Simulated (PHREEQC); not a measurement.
Buffer: speciation

Solution (25 °C): 4.2 mmol/kgw NH4Cl and 120 mmol/kgw Na2HPO4. Closed to the air; pH follows from the charge balance.

Model: ion-association model, phreeqc.dat, run in PHREEQC.

Each row changes one thing in this solution. No solid was allowed to form.

```json
[
 {"case": "as made", "pH": "8.79", "ionic strength (mol/kgw)": "0.339", "Na+ (mol/kgw)": "0.228", "HPO4-2 (mol/kgw)": "0.107", "NaHPO4- (mol/kgw)": "0.0119", "NH4+ (mol/kgw)": "0.00349"},
 {"case": "Na2HPO4 from 0.12 to 0.012 mol/kgw", "pH": "8.39", "ionic strength (mol/kgw)": "0.0388", "Na+ (mol/kgw)": "0.0237", "HPO4-2 (mol/kgw)": "0.0113", "NaHPO4- (mol/kgw)": "___", "NH4+ (mol/kgw)": "0.00377"},
 {"case": "Na2HPO4 from 0.12 to 0.108 mol/kgw", "pH": "8.78", "ionic strength (mol/kgw)": "___", "Na+ (mol/kgw)": "0.206", "HPO4-2 (mol/kgw)": "0.0968", "NaHPO4- (mol/kgw)": "0.0101", "NH4+ (mol/kgw)": "0.00349"},
 {"case": "NH4Cl replaced by NH4HSO4 at the same molality", "pH": "8.12", "ionic strength (mol/kgw)": "0.339", "Na+ (mol/kgw)": "0.228", "HPO4-2 (mol/kgw)": "0.104", "NaHPO4- (mol/kgw)": "0.0116", "NH4+ (mol/kgw)": "0.00399"},
 {"case": "Na2HPO4 from 0.12 to 0.6 mol/kgw", "pH": "8.76", "ionic strength (mol/kgw)": "1.49", "Na+ (mol/kgw)": "1.04", "HPO4-2 (mol/kgw)": "0.436", "NaHPO4- (mol/kgw)": "___", "NH4+ (mol/kgw)": "0.00377"},
 {"case": "diluted 100-fold with water", "pH": "8.88", "ionic strength (mol/kgw)": "0.00360", "Na+ (mol/kgw)": "0.00240", "HPO4-2 (mol/kgw)": "0.00117", "NaHPO4- (mol/kgw)": "4.24e-6", "NH4+ (mol/kgw)": "3.00e-5"},
 {"case": "NH4Cl from 0.0042 to 0.042 mol/kgw", "pH": "8.32", "ionic strength (mol/kgw)": "0.374", "Na+ (mol/kgw)": "0.229", "HPO4-2 (mol/kgw)": "0.106", "NaHPO4- (mol/kgw)": "0.0115", "NH4+ (mol/kgw)": "0.0393"}
]
```

Problem. What belongs in the gaps?

Solution. 
- Na2HPO4 from 0.12 to 0.012 mol/kgw, NaHPO4- (mol/kgw): 0.000259
- Na2HPO4 from 0.12 to 0.108 mol/kgw, ionic strength (mol/kgw): 0.307
- Na2HPO4 from 0.12 to 0.6 mol/kgw, NaHPO4- (mol/kgw): 0.159

The ionic strength passes 0.7 mol/kgw, the rough limit of the ion-association models, in Na2HPO4 from 0.12 to 0.6 mol/kgw. Species that the database lacks are ignored.
